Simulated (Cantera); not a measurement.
A closed system holds: 1 mol SiCl₄, 96 mol H₂, equilibrated at 0.130 bar.

Equilibrium computed with Cantera from the NASA thermochemical tables; the gas is ideal and each condensed phase is pure. Candidate condensed phases: Si; 19 gas species. The tables' values for SiCl₃ are old estimates; treat these amounts as uncertain. Kinetics and transport are ignored.

x: gas mole fraction; n: condensed amount in mol.

```csv
T (°C),x H₂,x HCl,x SiCl₄,x SiHCl₃,x SiCl₂,x SiCl₃,n Si(s)
552,0.987,0.00309,0.00732,0.00289,9.99e-7,9.10e-6,0
602,0.986,0.00396,0.00654,0.00356,6.67e-6,2.75e-5,0
652,0.985,0.00492,0.00573,0.00417,3.53e-5,7.14e-5,0
702,0.983,?,?,?,?,0.000134,?
752,0.980,?,?,?,?,0.000224,?
802,0.977,0.0157,0.00362,0.00281,0.000492,0.000335,0.268
852,0.973,0.0205,0.00262,0.00216,0.000912,0.000441,0.380
902,0.970,0.0250,0.00165,0.00151,0.00147,0.000499,0.481
952,0.967,0.0287,0.000890,0.000936,0.00207,0.000483,0.558
1002,0.965,0.0310,0.000418,0.000525,0.00259,0.000408,0.605
```

Q: Complete the blanks.

A: 
- 752, x HCl: 0.0113
- 752, x SiCl₄: 0.00451
- 752, x SiHCl₃: 0.00336
- 752, x SiCl₂: 0.000233
- 752, n Si(s): 0.162
- 702, x HCl: 0.00768
- 702, x SiCl₄: 0.00522
- 702, x SiHCl₃: 0.00382
- 702, x SiCl₂: 9.69e-5
- 702, n Si(s): 0.0712
